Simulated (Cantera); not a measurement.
An adiabatic, constant-volume homogeneous reactor starts with 6.39 % CO, 0.224 % H2, 0.480 % CH4, 10.4 % O2, 82.5 % N2, equivalence ratio 0.41, at 1350 K and 1.00 atm.

Computed with Cantera and GRI-Mech 3.0 (53 species, 325 reactions).

One state of this run: T (K) = 2118; P (bar) = 1.54; x CO = 0.000759; x H2 = 2.55e-5; x CH4 = <1e-12; x NO = 0.000394; x O = 0.000322; x N2O = 4.11e-7; x OH = 0.000809. x: mole fraction; the columns are a selection and need not sum to one.

### Question
Which value of t (s) does it belong to?
A. 0.000391
B. 0.00224
C. 0.0306
D. 5.00e-6

### Answer
C, 0.0306
